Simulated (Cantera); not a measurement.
An adiabatic, constant-pressure homogeneous reactor starts with CH₄ : O₂ : N₂ = 1 : 3.85 : 14.5 (molar parts), at 1225 K and 4.93 atm.

Detailed kinetics in Cantera: GRI-Mech 3.0 (53 species, 325 reactions).

Question: Predict: time of steepest temperature rise; temperature at 3.00 s; equilibrium temperature; x(O₂) at 3.00 s; x(HO₂) at 3.00 s.

Answer: 
| Property | Result |
|---|---|
| time of steepest temperature rise | 5.31 ms |
| temperature at 3.00 s | 2263 K |
| equilibrium temperature | 2263 K |
| x(O₂) at 3.00 s | 0.0901 (gas-phase equilibrium 0.0901) |
| x(HO₂) at 3.00 s | 5.78e-6 (gas-phase equilibrium 5.78e-6) |
